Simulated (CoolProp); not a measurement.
Saturated liquid density (kg/m³) of n-perfluorobutane: the reference equation beside estimates from Tc = 113.2 °C, pc = 2.322 MPa, ω = 0.372.

Model: reference Helmholtz-energy equation of state, Gao 2022, in CoolProp.

```tsv
T (°C)	reference	van der Waals	Redlich-Kwong	Soave-Redlich-Kwong
-18.85	1655	1017	1485	1567
-13.85	1638	1006	1467	1550
-8.95	1621	___	1448	1533
-3.95	1603	985.0	1429	1515
0.95	1585	974.1	1410	1497
5.95	1567	___	___	1478
10.95	1549	950.9	1368	1457
15.85	1531	939.1	___	1437
20.85	1512	926.7	1325	1415
25.75	1493	914.2	1302	1393
30.75	1473	___	1279	___
35.65	___	887.7	1255	1345
```

**Question.** Some entries are withheld; supply them.

**Answer.** 
- -8.95, van der Waals: 995.9
- 5.95, van der Waals: 962.7
- 5.95, Redlich-Kwong: 1389
- 15.85, Redlich-Kwong: 1347
- 30.75, van der Waals: 901.0
- 30.75, Soave-Redlich-Kwong: 1369
- 35.65, reference: 1453

Absolute difference from the reference over all 12 rows, mean and median: van der Waals 38.7 and 38.6 %, Redlich-Kwong 11.7 and 11.5 %, Soave-Redlich-Kwong 6.0 and 5.8 %.
